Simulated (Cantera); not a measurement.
Equilibrium for boron, boron nitride and boron oxide: BF₃ + H₂O

A closed system holds: 1 mol BF₃, 0.06 mol H₂O, held at 0.100 bar.

These are equilibrium values from Cantera (NASA tables, ideal gas, pure condensed phases), not measurements of a reactor. Candidate condensed phases: B, B₂O₃, B₃O₃H₃, H₂O; 43 gas species. The tables' values for BF₂ are old estimates; treat these amounts as uncertain. Gases not in the tables: H₃BO₃. Rates play no part.

```
T (°C)  x BF₃    x HF    x BOF  x B₃O₃F₃     x H₂O    x HBO₂     x BF₂
------  -----  ------  -------  --------  --------  --------  --------
852     0.879  0.0972  0.00138    0.0157   0.00701   2.68e-5  6.37e-10
952     0.873   0.101  0.00666    0.0146   0.00476   9.12e-5   1.22e-8
1052    0.861   0.103   0.0224   0.00966   0.00299  0.000202   1.42e-7
1152    0.846   0.105   0.0449   0.00241   0.00141  0.000199   1.03e-6
1252    0.841   0.106   0.0524  0.000190  0.000468   7.98e-5   4.70e-6
1352    0.840   0.107   0.0533   1.45e-5  0.000156   2.80e-5   1.53e-5
1452    0.839   0.107   0.0535   1.45e-6   5.76e-5   1.08e-5   3.87e-5
1552    0.839   0.107   0.0535   1.87e-7   2.37e-5   4.58e-6   8.66e-5
```
x: gas mole fraction; nothing condenses.

From 852 °C to 1552 °C nothing is condensed.
